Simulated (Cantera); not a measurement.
Charge: 1 mol SiH2Cl2, 0.7 mol N2, 1.1 mol H2, equilibrated at 1375 K and 0.375 Torr.

Cantera equilibrium calculation (NASA polynomials, part measured and part estimated; ideal gas, pure solids and liquids). Candidate condensed phases: NH4Cl, Si, Si3N4; 28 gas species. N2 is the only nitrogen source here; it is nearly inert below about 1500 K, so the nitride shown seldom forms there in practice. The tables' values for SiCl3 are old estimates; treat these amounts as uncertain. Rates play no part.

Base state: H2 0.455, HCl 0.328, SiCl2 0.115, N2 0.0929, SiCl3 0.00749, SiCl4 0.00225, SiHCl3 0.000199, H 0.000103 (mole fractions); condensed: Si3N4(s).

Task: What changes in the equilibrium state with this change: temperature from 1375 K to 1950 K?

Result: 
```json
[
 {"species": "H2", "before": "0.455", "after": "0.415"},
 {"species": "N2", "before": "0.0929", "after": "0.170"},
 {"species": "HCl", "before": "0.328", "after": "0.159"},
 {"species": "Si", "before": "1.39e-7", "after": "0.0476"},
 {"species": "H", "before": "0.000103", "after": "0.0330"},
 {"species": "SiCl2", "before": "0.115", "after": "0.154"},
 {"species": "Si2", "before": "<1e-9", "after": "0.000436"},
 {"species": "Si2N", "before": "<1e-9", "after": "0.000178"},
 {"species": "Si3", "before": "<1e-9", "after": "9.59e-5"},
 {"species": "SiN", "before": "2.17e-9", "after": "0.000129"},
 {"species": "SiH", "before": "1.18e-8", "after": "0.000525"},
 {"species": "Si3N4(s), mol", "before": "0.192", "after": "0"},
 {"species": "Si(l), mol", "before": "0", "after": "0.121"}
]
```
The tables' values for SiCl, SiCl3, SiN are old estimates; treat these amounts as uncertain. Gases not in the tables: Si2H6 and higher silanes.

Task: What changes in the equilibrium state with this change: pressure from 0.375 Torr to 750 Torr?

Result: 
| species | before | after |
|---|---|---|
| H2 | 0.455 | 0.491 |
| HCl | 0.328 | 0.380 |
| SiCl4 | 0.00225 | 0.0604 |
| SiCl2 | 0.115 | 0.00124 |
| N2 | 0.0929 | 0.0580 |
| H | 0.000103 | 2.40e-6 |
| Cl | 6.16e-5 | 1.54e-6 |
| SiHCl3 | 0.000199 | 0.00497 |
| SiH2Cl2 | 2.61e-6 | 6.07e-5 |
| SiCl3 | 0.00749 | 0.00403 |
| Si3N4(s), mol | 0.192 | 0.261 |

Task: What changes in the equilibrium state with this change: pressure from 0.375 Torr to 100 Torr?

Result: 
```json
[
 {"species": "H2", "before": "0.455", "after": "0.471"},
 {"species": "HCl", "before": "0.328", "after": "0.410"},
 {"species": "N2", "before": "0.0929", "after": "0.0540"},
 {"species": "SiCl2", "before": "0.115", "after": "0.00601"},
 {"species": "SiCl4", "before": "0.00225", "after": "0.0474"},
 {"species": "SiHCl3", "before": "0.000199", "after": "0.00348"},
 {"species": "H", "before": "0.000103", "after": "6.44e-6"},
 {"species": "SiH2Cl2", "before": "2.61e-6", "after": "3.78e-5"},
 {"species": "Cl", "before": "6.16e-5", "after": "4.64e-6"},
 {"species": "SiCl3", "before": "0.00749", "after": "0.00788"},
 {"species": "Si3N4(s), mol", "before": "0.192", "after": "0.266"}
]
```
